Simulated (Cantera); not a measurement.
Cantera run:

```python
import numpy as np
import cantera as ct

gas_names = """
    F F2 N NF NF2 NF3 N2 Si SiF SiF2 SiF3 SiF4 SiN Si2 Si2N Si3
""".split()
cond_names = """
    Si(cr) Si(L) Si3N4(a)
""".split()


def load(file, names, dense=False):
    # The tables refer to 1 bar. Condensed volumes are neglected.
    table = {s.name: s for s in ct.Species.list_from_file(file)}
    out = []
    for n in names:
        d = dict(table[n].input_data)
        d["thermo"] = dict(d["thermo"], **{"reference-pressure": 1e5})
        if dense:
            d["equation-of-state"] = {"model": "constant-volume", "density": "1e6 g/cm^3"}
        out.append(ct.Species.from_dict(d))
    return out


gas = ct.Solution(thermo="ideal-gas", species=load("nasa_gas.yaml", gas_names))
cond = {s.name: ct.Solution(thermo="fixed-stoichiometry", species=[s], name=s.name)
        for s in load("nasa_condensed.yaml", cond_names, dense=True)}
atoms = {
    'Si': {'Si': 1},
    'NF3': {'N': 1, 'F': 3},
    'N2': {'N': 2},
}
top_T = {'Si3N4(a)': 2400}  # K; cautious upper limits of use, not melting points


def equilibrate(T, P, feed):
    n = {}
    for name, mol in feed.items():
        for a, k in atoms[name].items():
            n[a] = n.get(a, 0.0) + k * mol
    gas.TPX = T, P, n
    mass = sum(n.values()) * gas.mean_molecular_weight
    gas.equilibrate("TP")
    valid = [c for c in cond.values() if c.min_temp <= T <= top_T.get(c.name, c.max_temp)]
    mix = ct.Mixture([(gas, mass / gas.mean_molecular_weight)] + [(c, 0.0) for c in valid])
    mix.T, mix.P = T, P
    mix.equilibrate("TP", solver="vcs", rtol=1e-11, max_steps=5000)
    return mix


results = []
T = 825  # K
P = 2.3  # Pa
for m in [0.53, 0.7, 0.92, 1.2, 1.6, 2.1, 2.7, 3.5, 4.6, 6]:
    feed = {'Si': 1, 'NF3': m, 'N2': 1.5}  # mol
    mix = equilibrate(T, P, feed)
    results.append((T, P, feed, dict(zip(mix.species_names, mix.species_moles))))
    x = sorted(zip(gas.X, gas.species_names), reverse=True)
    print(f"T = {T:g} K  P = {P:g} Pa  n(NF3) = {m:g} mol  gas = {mix.phase_moles(0):.4g} mol")
    print("   x: " + "  ".join(f"{s} {v:.3e}" for v, s in x if v > 0.0001))
    print("   condensed (mol): " + ("  ".join(f"{mix.phase(i).name} {mix.phase_moles(i):.4g}"
          for i in range(1, mix.n_phases) if mix.phase_moles(i) > 1e-12) or "none"))
```

Result:

```
T = 825 K  P = 2.3 Pa  n(NF3) = 0.53 mol  gas = 1.761 mol
   x: N2 7.743e-01  SiF4 2.257e-01
   condensed (mol): Si3N4(a) 0.2008
T = 825 K  P = 2.3 Pa  n(NF3) = 0.7 mol  gas = 2.058 mol
   x: N2 7.449e-01  SiF4 2.551e-01
   condensed (mol): Si3N4(a) 0.1583
T = 825 K  P = 2.3 Pa  n(NF3) = 0.92 mol  gas = 2.443 mol
   x: N2 7.176e-01  SiF4 2.824e-01
   condensed (mol): Si3N4(a) 0.1033
T = 825 K  P = 2.3 Pa  n(NF3) = 1.2 mol  gas = 2.933 mol
   x: N2 6.932e-01  SiF4 3.068e-01
   condensed (mol): Si3N4(a) 0.03333
T = 825 K  P = 2.3 Pa  n(NF3) = 1.6 mol  gas = 4.078 mol
   x: N2 5.640e-01  SiF4 2.452e-01  F 1.853e-01  F2 5.422e-03
   condensed (mol): none
T = 825 K  P = 2.3 Pa  n(NF3) = 2.1 mol  gas = 5.733 mol
   x: N2 4.448e-01  F 3.602e-01  SiF4 1.744e-01  F2 2.049e-02
   condensed (mol): none
T = 825 K  P = 2.3 Pa  n(NF3) = 2.7 mol  gas = 7.688 mol
   x: F 4.650e-01  N2 3.707e-01  SiF4 1.301e-01  F2 3.414e-02
   condensed (mol): none
T = 825 K  P = 2.3 Pa  n(NF3) = 3.5 mol  gas = 10.28 mol
   x: F 5.403e-01  N2 3.163e-01  SiF4 9.731e-02  F2 4.609e-02
   condensed (mol): none
T = 825 K  P = 2.3 Pa  n(NF3) = 4.6 mol  gas = 13.82 mol
   x: F 5.966e-01  N2 2.749e-01  SiF4 7.234e-02  F2 5.618e-02
   condensed (mol): none
T = 825 K  P = 2.3 Pa  n(NF3) = 6 mol  gas = 18.33 mol
   x: F 6.361e-01  N2 2.455e-01  F2 6.387e-02  SiF4 5.456e-02
   condensed (mol): none
```

Equilibrium computed with Cantera from the NASA thermochemical tables; the gas is ideal and each condensed phase is pure.
